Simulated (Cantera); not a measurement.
Charge: 1 mol (CH3)2SiCl2, 360 mol H2, equilibrated at 2523.15 K and 0.00120 bar.

Equilibrium computed with Cantera from the NASA thermochemical tables; the gas is ideal and each condensed phase is pure. Candidate condensed phases: C, C6H6, C7H8, C8H18, Si, SiC; 109 gas species. The feed counts by its element totals alone. Equilibrium is a limit: real reactors are often held back by kinetics, nucleation or transport.

Base state: H 0.540, H2 0.452, HCl 0.00217, Si 0.00184, Cl 0.00183, C2H2 (acetylene) 0.00151, SiC2 0.000143, C2H 0.000136 (mole fractions); condensed: gas only.

Task: What changes in the equilibrium state with this change: (CH3)2SiCl2 replaced by SiF4?

Result: 
| species | before | after |
|---|---|---|
| H | 0.540 | 0.539 |
| H2 | 0.452 | 0.451 |
| HF | 0 | 0.00801 |
| HCl | 0.00217 | 0 |
| Cl | 0.00183 | 0 |
| Si | 0.00184 | 0.00198 |
| C2H2 (acetylene) | 0.00151 | 0 |
| SiC2 | 0.000143 | 0 |
| C2H | 0.000136 | 0 |
| C | 0.000101 | 0 |
| C3 | 8.79e-5 | 0 |
The tables' values for SiF are old estimates; treat these amounts as uncertain.

Task: What changes in the equilibrium state with this change: pressure from 0.00120 bar to 0.0133 bar?

Result: 
```
species    before    after
-------  --------  -------
H2          0.452    0.778
H           0.540    0.212
HCl       0.00217  0.00410
Si        0.00184  0.00222
C3        8.79e-5  6.27e-6
C2        1.54e-5  1.18e-6
C        0.000101  8.39e-6
SiH       1.09e-5  5.78e-5
```
